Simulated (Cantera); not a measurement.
An adiabatic, constant-pressure homogeneous reactor starts with CH4 : O2 : N2 = 1 : 1.54 : 6.15 (molar parts), equivalence ratio 1.3, at 1273 K and 101000 Pa. Integrator tolerance rtol = 1e-08.

Detailed kinetics in Cantera: GRI-Mech 3.0 (53 species, 325 reactions).

Q: What does this change do: 0.024 parts C2H6 added?

A: 
| quantity | before | after |
|---|---|---|
| time of steepest temperature rise | 20.2 ms | 11.1 ms |
| temperature at 0.300 s | 2629 K | 2615 K |
| equilibrium temperature | 2629 K | 2615 K |
| x(CH4) at 0.300 s | <1e-12 (gas-phase equilibrium <1e-12) | <1e-12 (gas-phase equilibrium <1e-12) |
| x(O2) at 0.300 s | 0.00196 (gas-phase equilibrium 0.00196) | 0.00124 (gas-phase equilibrium 0.00124) |
| x(OH) at 0.300 s | 0.00850 (gas-phase equilibrium 0.00850) | 0.00726 (gas-phase equilibrium 0.00726) |
| x(CO) at 0.300 s | 0.0662 (gas-phase equilibrium 0.0662) | 0.0729 (gas-phase equilibrium 0.0729) |
| x(CH2CO) at 0.300 s | <1e-12 (gas-phase equilibrium <1e-12) | <1e-12 (gas-phase equilibrium <1e-12) |

Q: What does this change do: pressure from 101000 Pa to 430000 Pa?

A: 
| quantity | before | after |
|---|---|---|
| time of steepest temperature rise | 20.2 ms | 5.66 ms |
| temperature at 0.300 s | 2629 K | 2693 K |
| equilibrium temperature | 2629 K | 2693 K |
| x(CH4) at 0.300 s | <1e-12 (gas-phase equilibrium <1e-12) | <1e-12 (gas-phase equilibrium <1e-12) |
| x(O2) at 0.300 s | 0.00196 (gas-phase equilibrium 0.00196) | 0.000923 (gas-phase equilibrium 0.000923) |
| x(OH) at 0.300 s | 0.00850 (gas-phase equilibrium 0.00850) | 0.00595 (gas-phase equilibrium 0.00595) |
| x(CO) at 0.300 s | 0.0662 (gas-phase equilibrium 0.0662) | 0.0654 (gas-phase equilibrium 0.0654) |
| x(CH2CO) at 0.300 s | <1e-12 (gas-phase equilibrium <1e-12) | <1e-12 (gas-phase equilibrium <1e-12) |
